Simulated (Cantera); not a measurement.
An isothermal, constant-pressure homogeneous reactor starts with CH4 : N2 = 1 : 15 (molar parts), at 1825 K and 1.00 bar. Integrator tolerance rtol = 1e-08.

Detailed kinetics in Cantera: GRI-Mech 3.0 (53 species, 325 reactions). GRI-Mech 3.0 stops at C3 and has no aromatics, soot or wall deposition, so with more carbon than oxygen in the feed, carbon stays in small species such as C2H2 where larger ones or solid carbon would form.

Task: What does this change do: temperature 1825 to 1225 K?

Result: 
```tsv
quantity	before	after
x(CH4) at 50.0 s	0.000212 (gas-phase equilibrium 9.97e-5)	0.0604 (gas-phase equilibrium 0.0249)
x(H) at 50.0 s	0.000131 (gas-phase equilibrium 0.000132)	3.28e-9 (gas-phase equilibrium 7.11e-8)
x(H2) at 50.0 s	0.0878 (gas-phase equilibrium 0.0880)	0.00267 (gas-phase equilibrium 0.0514)
x(CH3) at 50.0 s	6.38e-6 (gas-phase equilibrium 3.00e-6)	1.39e-6 (gas-phase equilibrium 6.61e-7)
x(CH2) at 50.0 s	1.10e-8 (gas-phase equilibrium 5.15e-9)	<1e-12 (gas-phase equilibrium <1e-12)
```
